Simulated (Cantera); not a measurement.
Input: 1 mol CuO, 3.3 mol CO, 0.68 mol H2, held at 677 °C and 2250 Torr.

Method: chemical equilibrium by Gibbs-energy minimisation in Cantera with the NASA 1993 tables (ideal gas, pure condensed phases). Candidate condensed phases: C, C6H6, C7H8, C8H18, Cu, CuO, Cu(OH)2, Cu2O, H2O; 113 gas species. Kinetics and transport are ignored.

Base state: CO2 0.481, CO 0.309, H2 0.109, H2O 0.0947, CH4 0.00600 (mole fractions); condensed: C(graphite) + Cu(s).

Problem. What changes in the equilibrium state with this change: pressure from 2250 Torr to 180 Torr?

Solution. 
```csv
species,before,after
CO,0.309,0.606
CO2,0.481,0.223
H2,0.109,0.141
H2O,0.0947,0.0290
CH4,0.00600,0.000530
"C(graphite), mol",0.793,0
"Cu(s), mol",1.00,1.00
```

Problem. What changes in the equilibrium state with this change: pressure from 2250 Torr to 1.65 Torr?

Solution. 
| species | before | after |
|---|---|---|
| CO | 0.309 | 0.607 |
| CO2 | 0.481 | 0.222 |
| H2 | 0.109 | 0.142 |
| H2O | 0.0947 | 0.0290 |
| CH4 | 0.00600 | 4.53e-8 |
| C(graphite), mol | 0.793 | 0 |
| Cu(s), mol | 1.00 | 1.00 |
